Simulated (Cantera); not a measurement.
Cantera run, input and output.

```python
import numpy as np
import cantera as ct

gas = ct.Solution("gri30.yaml")


def delay(T, t_max=10):
    gas.TPX = T, 1800000, {'CO': 1, 'H2': 0.17, 'CH4': 0.041, 'O2': 1.36, 'N2': 5.12, 'CO2': 0.37}
    reactor = ct.IdealGasReactor(gas, clone=False)
    net = ct.ReactorNet([reactor])
    net.rtol, net.atol = 1e-8, 1e-16
    while net.time < t_max:
        t_old, T_old = net.time, reactor.T
        net.step()
        if reactor.T > T + 400:  # ignition: a rise of 400 K
            return t_old + (T + 400 - T_old) / (reactor.T - T_old) * (net.time - t_old)
    return np.nan


taus = []
for T in [1150, 1250, 1350, 1450, 1550, 1650, 1750]:
    taus.append(delay(T))
    print(f"T0 = {T:6g} K   tau = {taus[-1]:.4e} s")
```

It prints:

```
T0 =   1150 K   tau = 2.7399e-04 s
T0 =   1250 K   tau = 5.4286e-05 s
T0 =   1350 K   tau = 1.4904e-05 s
T0 =   1450 K   tau = 6.1109e-06 s
T0 =   1550 K   tau = 3.5339e-06 s
T0 =   1650 K   tau = 2.5074e-06 s
T0 =   1750 K   tau = 2.0006e-06 s
```

Cantera simulation using GRI-Mech 3.0 (53 species, 325 reactions); the numbers are that mechanism's predictions, not measurements. The pressure lies above the range GRI-Mech 3.0 was tuned for (to about 10 atm).
